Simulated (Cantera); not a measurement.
Input (Python, Cantera) and output of one run.

```python
import numpy as np
import cantera as ct

gas_names = """
    AL ALCL ALCL2 ALCL3 ALH ALN AL2 AL2CL6 CL CL2 H HCL H2 N NH NH2 NH3 N2 N2H2 N2H4
""".split()
cond_names = """
    AL(cr) AL(L) ALCL3(s) ALCL3(L) ALN(s) NH4CL(a) NH4CL(b)
""".split()


def load(file, names, dense=False):
    # The tables refer to 1 bar. Condensed volumes are neglected.
    table = {s.name: s for s in ct.Species.list_from_file(file)}
    out = []
    for n in names:
        d = dict(table[n].input_data)
        d["thermo"] = dict(d["thermo"], **{"reference-pressure": 1e5})
        if dense:
            d["equation-of-state"] = {"model": "constant-volume", "density": "1e6 g/cm^3"}
        out.append(ct.Species.from_dict(d))
    return out


gas = ct.Solution(thermo="ideal-gas", species=load("nasa_gas.yaml", gas_names))
cond = {s.name: ct.Solution(thermo="fixed-stoichiometry", species=[s], name=s.name)
        for s in load("nasa_condensed.yaml", cond_names, dense=True)}
atoms = {
    'AlN': {'AL': 1, 'N': 1},
    'Cl2': {'CL': 2},
    'H2': {'H': 2},
}
top_T = {'ALN(s)': 2750}  # K; cautious upper limits of use, not melting points


def equilibrate(T, P, feed):
    n = {}
    for name, mol in feed.items():
        for a, k in atoms[name].items():
            n[a] = n.get(a, 0.0) + k * mol
    gas.TPX = T, P, n
    mass = sum(n.values()) * gas.mean_molecular_weight
    gas.equilibrate("TP")
    valid = [c for c in cond.values() if c.min_temp <= T <= top_T.get(c.name, c.max_temp)]
    mix = ct.Mixture([(gas, mass / gas.mean_molecular_weight)] + [(c, 0.0) for c in valid])
    mix.T, mix.P = T, P
    mix.equilibrate("TP", solver="vcs", rtol=1e-11, max_steps=5000)
    return mix


results = []
feed = {'AlN': 1, 'Cl2': 1.9, 'H2': 30}  # mol
P = 1000  # Pa
for T in [1075, 1125, 1175, 1225, 1275, 1325, 1375]:
    mix = equilibrate(T, P, feed)
    results.append((T, P, feed, dict(zip(mix.species_names, mix.species_moles))))

top = {s: max(r[3][s] / sum(r[3][g] for g in gas_names) for r in results) for s in gas_names}
cols = sorted((s for s in top if top[s] > 0.001), key=lambda s: -top[s])[:6]
seen = [c for c in cond_names if any(r[3].get(c, 0) > 1e-12 for r in results)]
print("log10 of partial pressures in bar; condensed amounts in mol")
print(f"{'T/K':>10s}" + "".join(f"{s[:9]:>10s}" for s in cols + seen))
for T, P, feed, n in results:
    ng = sum(n[g] for g in gas_names)
    print(f"{T:10.4g}" + "".join(f"{np.log10(max(n[s] / ng * P / 1e5, 1e-99)):10.3f}" for s in cols)
          + "".join(f"{n.get(c, 0):10.4g}" for c in seen))
```

Result:

```
log10 of partial pressures in bar; condensed amounts in mol
       T/K        H2       HCL     ALCL3        N2      ALCL     ALCL2    ALN(s)
      1075    -2.039    -3.262    -3.668    -3.969    -8.271    -6.906    0.3145
      1125    -2.039    -3.270    -3.662    -3.963    -7.518    -6.449    0.3046
      1175    -2.039    -3.276    -3.658    -3.957    -6.831    -6.032     0.295
      1225    -2.039    -3.283    -3.655    -3.950    -6.202    -5.651    0.2843
      1275    -2.039    -3.289    -3.655    -3.942    -5.624    -5.303    0.2698
      1325    -2.039    -3.296    -3.661    -3.927    -5.096    -4.986     0.244
      1375    -2.040    -3.304    -3.680    -3.898    -4.616    -4.705    0.1903
```

Equilibrium computed with Cantera from the NASA thermochemical tables; the gas is ideal and each condensed phase is pure. The tables' values for AlCl2 are old estimates; treat these amounts as uncertain.
